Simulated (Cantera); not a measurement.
# Low-pressure radical oxidation in H2/O2

An isothermal, constant-pressure homogeneous reactor starts with 0.567 % H2, 99.4 % O2, at 1348 K and 1.05 Torr.

Computed with Cantera and the H2/O2 subset of GRI-Mech 3.0, which has no nitrogen chemistry. Radical loss at walls, strong at low pressure, is not modelled.

```
t (s)        x H2   x O2      x OH    x HO2    x H2O2       x O
--------  -------  -----  --------  -------  --------  --------
0.000200  0.00567  0.994  4.45e-10  1.31e-9    <1e-12  4.48e-10
0.000406  0.00567  0.994   1.43e-9  2.66e-9    <1e-12   1.45e-9
0.000825  0.00567  0.994   4.01e-9  5.40e-9    <1e-12   4.11e-9
0.00168   0.00567  0.994   1.01e-8  1.10e-8  1.38e-12   1.06e-8
0.00340   0.00567  0.994   2.52e-8  2.23e-8  5.51e-12   2.77e-8
0.00691   0.00567  0.994   7.29e-8  4.52e-8  2.14e-11   8.46e-8
0.0140    0.00567  0.994   3.24e-7  9.14e-8  7.88e-11   3.94e-7
0.0285    0.00566  0.994   4.29e-6  1.83e-7  2.62e-10   5.31e-6
0.0579    0.00466  0.993  0.000506  8.75e-8  6.06e-10  0.000692
0.118     3.79e-5  0.989  0.000774  3.41e-8  9.18e-10   0.00506
0.239     1.32e-5  0.989  0.000682  3.07e-8  7.36e-10   0.00513
0.485     1.32e-5  0.989  0.000680  3.06e-8  7.35e-10   0.00511
0.985     1.31e-5  0.989  0.000678  3.05e-8  7.34e-10   0.00507
2.00      1.28e-5  0.989  0.000672  3.02e-8  7.30e-10   0.00497
```
x: mole fraction; the columns are a selection and need not sum to one.

Equilibrium at this temperature and pressure: H2 3.02e-8, O2 0.994, OH 3.27e-5, HO2 8.59e-9, H2O2 1.65e-11, O 1.09e-5 (gas phase only).
